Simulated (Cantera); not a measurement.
Input (Python, Cantera) and output of one run.

```python
import numpy as np
import cantera as ct

gas_names = """
    CL CL2 H HCL H2 Si SiCL SiCL2 SiCL3 SiCL4 SiH SiHCL3 SiH2 SiH2CL2 SiH3 SiH3CL SiH4 Si2 Si3
""".split()
cond_names = """
    Si(cr) Si(L)
""".split()


# ... load() reads the species with a 1 bar reference pressure and builds the phases ...
atoms = {
    'SiCl4': {'Si': 1, 'CL': 4},
    'Cl2': {'CL': 2},
    'H2': {'H': 2},
}
top_T = {}  # K; cautious upper limits of use, not melting points


# ... equilibrate(T, P, feed) seeds the gas with the atoms and calls Mixture.equilibrate('TP', solver="vcs", rtol=1e-11, max_steps=5000) ...
results = []
feed = {'SiCl4': 1, 'Cl2': 3, 'H2': 17}  # mol
T = 750  # K
P = 14000  # Pa
mix = equilibrate(T, P, feed)
results.append((T, P, feed, dict(zip(mix.species_names, mix.species_moles))))
x = sorted(zip(gas.X, gas.species_names), reverse=True)
print(f"T = {T:g} K  P = {P:g} Pa  gas = {mix.phase_moles(0):.4g} mol")
print("   x: " + "  ".join(f"{s} {v:.3e}" for v, s in x if v > 1e-06))
print("   condensed (mol): " + ("  ".join(f"{mix.phase(i).name} {mix.phase_moles(i):.4g}"
      for i in range(1, mix.n_phases) if mix.phase_moles(i) > 1e-12) or "none"))
```

Output:

```
T = 750 K  P = 14000 Pa  gas = 21 mol
   x: H2 6.666e-01  HCL 2.858e-01  SiCL4 4.757e-02  SiHCL3 5.022e-05
   condensed (mol): none
```

Equilibrium computed with Cantera from the NASA thermochemical tables; the gas is ideal and each condensed phase is pure.
